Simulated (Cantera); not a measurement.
A Cantera script and what it prints.

```python
import numpy as np
import cantera as ct

gas_names = [...]  # 151 gases of nasa_gas.yaml made of C, H, N, O, Si
cond_names = """
    C(gr) C6H6(L) C7H8(L) C8H18(L),n-octa H2O(s) H2O(L) Si(cr) Si(L) SiC(b) SiO2(Lqz) SiO2(hqz) SiO2(L)
    Si2N2O(s) Si3N4(a)
""".split()


# ... load() reads the species with a 1 bar reference pressure and builds the phases ...
atoms = {
    'Si3N4': {'Si': 3, 'N': 4},
    'N2O': {'N': 2, 'O': 1},
    'H2': {'H': 2},
    'CO2': {'C': 1, 'O': 2},
}
top_T = {'C(gr)': 4500, 'SiC(b)': 3050, 'Si2N2O(s)': 2100, 'Si3N4(a)': 2400}  # K; cautious upper limits of use, not melting points


# ... equilibrate(T, P, feed) seeds the gas with the atoms and calls Mixture.equilibrate('TP', solver="vcs", rtol=1e-11, max_steps=5000) ...
results = []
feed = {'Si3N4': 1, 'N2O': 1.1, 'H2': 940, 'CO2': 1.4}  # mol
P = 133.322  # Pa
for T in [1248, 1348, 1448, 1548, 1648, 1748, 1848, 1948, 2048, 2148]:
    mix = equilibrate(T, P, feed)
    results.append((T, P, feed, dict(zip(mix.species_names, mix.species_moles))))
    x = sorted(zip(gas.X, gas.species_names), reverse=True)
    print(f"T = {T:g} K  P = {P:g} Pa  gas = {mix.phase_moles(0):.4g} mol")
    print("   x: " + "  ".join(f"{s} {v:.3e}" for v, s in x if v > 0.0001))
    print("   condensed (mol): " + ("  ".join(f"{mix.phase(i).name} {mix.phase_moles(i):.4g}"
          for i in range(1, mix.n_phases) if mix.phase_moles(i) > 1e-12) or "none"))
```

It prints:

```
T = 1248 K  P = 133.322 Pa  gas = 943.4 mol
   x: H2 9.964e-01  N2 2.059e-03  CO 1.484e-03
   condensed (mol): SiO2(hqz) 0.6525  Si2N2O(s) 1.158
T = 1348 K  P = 133.322 Pa  gas = 944.9 mol
   x: H2 9.948e-01  N2 2.442e-03  CO 1.482e-03  SiO 1.194e-03
   condensed (mol): SiO2(hqz) 0.2855  Si2N2O(s) 0.793
T = 1448 K  P = 133.322 Pa  gas = 947.1 mol
   x: H2 9.924e-01  N2 3.258e-03  SiO 2.882e-03  CO 1.221e-03  H 2.515e-04
   condensed (mol): SiC(b) 0.2424  Si2N2O(s) 0.01347
T = 1548 K  P = 133.322 Pa  gas = 947.4 mol
   x: H2 9.918e-01  N2 3.271e-03  SiO 2.900e-03  CO 1.216e-03  H 8.398e-04
   condensed (mol): SiC(b) 0.2449
T = 1648 K  P = 133.322 Pa  gas = 948.2 mol
   x: H2 9.901e-01  N2 3.266e-03  SiO 2.869e-03  H 2.427e-03  CO 1.244e-03
   condensed (mol): SiC(b) 0.214
T = 1748 K  P = 133.322 Pa  gas = 950.4 mol
   x: H2 9.860e-01  H 6.213e-03  N2 3.255e-03  SiO 2.680e-03  CO 1.424e-03  Si 4.091e-04
   condensed (mol): SiC(b) 0.0297
T = 1848 K  P = 133.322 Pa  gas = 954.3 mol
   x: H2 9.778e-01  H 1.436e-02  N2 3.245e-03  SiO 2.626e-03  CO 1.461e-03  Si 4.940e-04
   condensed (mol): none
T = 1948 K  P = 133.322 Pa  gas = 962.1 mol
   x: H2 9.619e-01  H 3.035e-02  N2 3.221e-03  SiO 2.601e-03  CO 1.453e-03  Si 5.011e-04
   condensed (mol): none
T = 2048 K  P = 133.322 Pa  gas = 976.4 mol
   x: H2 9.331e-01  H 5.924e-02  N2 3.174e-03  SiO 2.561e-03  CO 1.433e-03  Si 4.993e-04
   condensed (mol): none
T = 2148 K  P = 133.322 Pa  gas = 1001 mol
   x: H2 8.851e-01  H 1.074e-01  N2 3.096e-03  SiO 2.497e-03  CO 1.398e-03  Si 4.904e-04
   condensed (mol): none
```

Equilibrium computed with Cantera from the NASA thermochemical tables; the gas is ideal and each condensed phase is pure. Mutual solubility and eutectic melting of coexisting phases are not modelled. The tables hold silica as quartz up to 1696 K and as liquid above; real silica turns to tridymite and cristobalite and melts near 1996 K.
